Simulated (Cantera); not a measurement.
Cantera run:

```python
import numpy as np
import cantera as ct

gas_names = [...]  # 113 gases of nasa_gas.yaml made of C, H, O, Ti
cond_names = """
    C(gr) C6H6(L) C7H8(L) C8H18(L),n-octa H2O(s) H2O(L) Ti(a) Ti(b) Ti(L) TiC(s) TiC(L) TiO(a) TiO(b)
    TiO(L) TiO2(ru) TiO2(L) Ti2O3(a) Ti2O3(b) Ti2O3(L) Ti3O5(a) Ti3O5(b) Ti3O5(L) Ti4O7(s) Ti4O7(L)
""".split()


# ... load() reads the species with a 1 bar reference pressure and builds the phases ...
atoms = {
    'Ti': {'Ti': 1},
    'CO2': {'C': 1, 'O': 2},
    'H2': {'H': 2},
}
top_T = {'C(gr)': 4500}  # K; cautious upper limits of use, not melting points


# ... equilibrate(T, P, feed) seeds the gas with the atoms and calls Mixture.equilibrate('TP', solver="vcs", rtol=1e-11, max_steps=5000) ...
results = []
feed = {'Ti': 1, 'CO2': 1.1, 'H2': 130}  # mol
T = 1775  # K
P = 101325  # Pa
mix = equilibrate(T, P, feed)
results.append((T, P, feed, dict(zip(mix.species_names, mix.species_moles))))
print(gas.report(threshold=1e-05))
for i in range(1, mix.n_phases):
    print(f"{mix.phase(i).name:16s} {mix.phase_moles(i):12.5e} mol")
```

Result:

```
       temperature   1775 K
          pressure   1.0133e+05 Pa
           density   0.015125 kg/m^3
  mean mol. weight   2.203 kg/kmol
   phase of matter   gas

                          1 kg             1 kmol
                     ---------------   ---------------
          enthalpy        2.0264e+07        4.4643e+07  J
   internal energy        1.3565e+07        2.9885e+07  J
           entropy             84068        1.8521e+05  J/K
    Gibbs function       -1.2896e+08        -2.841e+08  J
 heat capacity c_p             15173             33426  J/K
 heat capacity c_v             11399             25111  J/K

                      mass frac. Y      mole frac. X     chem. pot. / RT
                     ---------------   ---------------   ---------------
               CH4        0.00010572        1.4518e-05           -44.772
                CO          0.090474         0.0071159           -39.725
                 H        0.00013107        0.00028645           -9.5506
                H2           0.90819           0.99245           -19.101
               H2O         0.0010888        0.00013315           -52.256
     [ +108 minor]        6.5333e-06        4.0015e-07

C(gr)             0.00000e+00 mol
Ti(b)             0.00000e+00 mol
TiC(s)            1.66218e-01 mol
TiO(b)            0.00000e+00 mol
TiO2(ru)          0.00000e+00 mol
Ti2O3(b)          4.16890e-01 mol
Ti3O5(b)          0.00000e+00 mol
Ti4O7(s)          0.00000e+00 mol
```

These are equilibrium values from Cantera (NASA tables, ideal gas, pure condensed phases), not measurements of a reactor. Mutual solubility and eutectic melting of coexisting phases are not modelled. TiC: taken at fixed stoichiometry.
